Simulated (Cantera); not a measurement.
**Equilibrium for silicon epitaxy and polysilicon growth: SiCl4 + H2 + HCl**

Feed: 1 mol SiCl4, 57 mol H2, 0.95 mol HCl, held at 68.3 Torr.

These are equilibrium values from Cantera (NASA tables, ideal gas, pure condensed phases), not measurements of a reactor. Candidate condensed phases: Si; 19 gas species. The tables' values for SiCl3 are old estimates; treat these amounts as uncertain. The numbers say what is thermodynamically allowed, not how fast it happens.

| T (K) | log p H2 | log p HCl | log p SiCl2 | log p SiCl4 | log p SiCl3 | log p SiHCl3 | n Si(s) |
|---|---|---|---|---|---|---|---|
| 1298 | -1.07 | -2.32 | -3.15 | -3.84 | -3.88 | -3.93 | 0.266 |
| 1323 | -1.07 | -2.31 | -3.11 | -3.99 | -3.92 | -4.05 | 0.277 |
| 1348 | -1.07 | -2.30 | -3.08 | -4.16 | -3.97 | -4.18 | 0.283 |
| 1373 | -1.07 | -2.29 | -3.05 | -4.33 | -4.02 | -4.31 | 0.285 |
| 1398 | -1.07 | -2.29 | -3.03 | -4.50 | -4.08 | -4.44 | 0.285 |
| 1423 | -1.07 | -2.28 | -3.02 | -4.67 | -4.14 | -4.57 | 0.283 |
| 1448 | -1.07 | -2.28 | -3.00 | -4.84 | -4.20 | -4.69 | 0.280 |
log p: log10 of the partial pressure in bar; n: condensed amount in mol.

From 1298 K to 1448 K the condensed part is Si(s). The main Si-bearing gas is SiCl2 throughout.
